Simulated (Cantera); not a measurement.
# Adiabatic ignition

An adiabatic, constant-pressure homogeneous reactor starts with CH3OH : O2 : N2 : H2O = 1 : 1.5 : 5.64 : 0.57 (molar parts), at 1225 K and 4.70 bar.

Detailed kinetics in Cantera: GRI-Mech 3.0 (53 species, 325 reactions). GRI-Mech 3.0 was tuned for natural gas; its chemistry of methanol as a main component is partial and can be far from experiment.

```json
[
 {"t (s)": "7.00e-6", "T (K)": "1225", "x CH3OH": "0.115", "x O2": "0.172", "x H2O": "0.0654", "x O": "6.62e-11", "x NO": "<1e-12", "x C2H6": "4.97e-12"},
 {"t (s)": "2.08e-5", "T (K)": "1225", "x CH3OH": "0.115", "x O2": "0.172", "x H2O": "0.0654", "x O": "6.91e-11", "x NO": "<1e-12", "x C2H6": "4.24e-11"},
 {"t (s)": "6.19e-5", "T (K)": "1225", "x CH3OH": "0.115", "x O2": "0.172", "x H2O": "0.0654", "x O": "7.29e-11", "x NO": "<1e-12", "x C2H6": "1.82e-10"},
 {"t (s)": "0.000184", "T (K)": "1225", "x CH3OH": "0.115", "x O2": "0.172", "x H2O": "0.0655", "x O": "9.20e-11", "x NO": "<1e-12", "x C2H6": "5.62e-10"},
 {"t (s)": "0.000548", "T (K)": "1225", "x CH3OH": "0.115", "x O2": "0.172", "x H2O": "0.0655", "x O": "2.50e-10", "x NO": "<1e-12", "x C2H6": "1.44e-9"},
 {"t (s)": "0.00163", "T (K)": "2642", "x CH3OH": "<1e-12", "x O2": "0.0143", "x H2O": "0.254", "x O": "0.00157", "x NO": "0.000335", "x C2H6": "<1e-12"},
 {"t (s)": "0.00485", "T (K)": "2633", "x CH3OH": "<1e-12", "x O2": "0.0124", "x H2O": "0.254", "x O": "0.00139", "x NO": "0.00529", "x C2H6": "<1e-12"},
 {"t (s)": "0.0144", "T (K)": "2631", "x CH3OH": "<1e-12", "x O2": "0.0121", "x H2O": "0.254", "x O": "0.00137", "x NO": "0.00599", "x C2H6": "<1e-12"},
 {"t (s)": "0.0429", "T (K)": "2631", "x CH3OH": "<1e-12", "x O2": "0.0121", "x H2O": "0.254", "x O": "0.00137", "x NO": "0.00599", "x C2H6": "<1e-12"},
 {"t (s)": "0.128", "T (K)": "2631", "x CH3OH": "<1e-12", "x O2": "0.0121", "x H2O": "0.254", "x O": "0.00137", "x NO": "0.00599", "x C2H6": "<1e-12"},
 {"t (s)": "0.380", "T (K)": "2631", "x CH3OH": "<1e-12", "x O2": "0.0121", "x H2O": "0.254", "x O": "0.00137", "x NO": "0.00599", "x C2H6": "<1e-12"},
 {"t (s)": "1.13", "T (K)": "2631", "x CH3OH": "<1e-12", "x O2": "0.0121", "x H2O": "0.254", "x O": "0.00137", "x NO": "0.00599", "x C2H6": "<1e-12"},
 {"t (s)": "3.36", "T (K)": "2631", "x CH3OH": "<1e-12", "x O2": "0.0121", "x H2O": "0.254", "x O": "0.00137", "x NO": "0.00599", "x C2H6": "<1e-12"},
 {"t (s)": "10.0", "T (K)": "2631", "x CH3OH": "<1e-12", "x O2": "0.0121", "x H2O": "0.254", "x O": "0.00137", "x NO": "0.00599", "x C2H6": "<1e-12"}
]
```
x: mole fraction; the columns are a selection and need not sum to one.

| Quantity | Result |
|---|---|
| time of steepest temperature rise | 1.53 ms |
| temperature at 10.0 s | 2631 K |
| equilibrium temperature | 2631 K |
| x(CH3OH) at 10.0 s | <1e-12 (gas-phase equilibrium <1e-12) |
| x(O2) at 10.0 s | 0.0121 (gas-phase equilibrium 0.0121) |
| x(H2O) at 10.0 s | 0.254 (gas-phase equilibrium 0.254) |
